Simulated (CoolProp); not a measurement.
A single-stage vapour-compression cycle with chlorine: evaporating at 255.15 K (dew point), condensing at 280.15 K (bubble point), superheat 0 K, subcooling 5 K, compressor efficiency 0.9, no pressure losses. Each further row changes one setting.

Values from CoolProp's reference Helmholtz-energy equation of state, Thol 2021.

| case | cooling COP | pressure ratio | discharge temperature (K) | refrigerating effect (kJ/kg) | volumetric capacity (kJ/m³) |
|---|---|---|---|---|---|
| as stated | 8.48 | 2.36 | 322.5 | 258 | 1760 |
| evaporating temperature 260.15 K | 11.0 | ? | 312.7 | ? | 2100 |
| condensing temperature 275.15 K | 10.8 | 2.02 | 309.2 | 263 | 1790 |
| subcooling 10 K | 8.64 | 2.36 | 322.5 | 263 | 1790 |
| superheat 10 K | 8.28 | 2.36 | 334.6 | 263 | ? |
| compressor efficiency 0.8 | ? | 2.36 | ? | 258 | 1760 |

**Question.** Fill in the missing entries.

**Answer.** 
- evaporating temperature 260.15 K, pressure ratio: 1.96
- evaporating temperature 260.15 K, refrigerating effect (kJ/kg): 260
- superheat 10 K, volumetric capacity (kJ/m³): 1710
- compressor efficiency 0.8, cooling COP: 7.54
- compressor efficiency 0.8, discharge temperature (K): 329.7
